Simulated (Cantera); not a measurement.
Input: 1 mol BN, 9 mol H2O, 2.8 mol N2, held at 3300 Pa.

Equilibrium computed with Cantera from the NASA thermochemical tables; the gas is ideal and each condensed phase is pure. Candidate condensed phases: B, BN, B2O3, B3O3H3, H2O; 39 gas species. Gases not in the tables: H3BO3. The numbers say what is thermodynamically allowed, not how fast it happens.

Question: At 1052 °C, list the 6 most abundant gas species with their mole fractions, and the condensed phases.

Answer: H2O 0.595, N2 0.266, H2 0.121, HBO2 0.0175, (HBO2)3 0.000634, B2O3 1.11e-5. Condensed: B2O3(l).
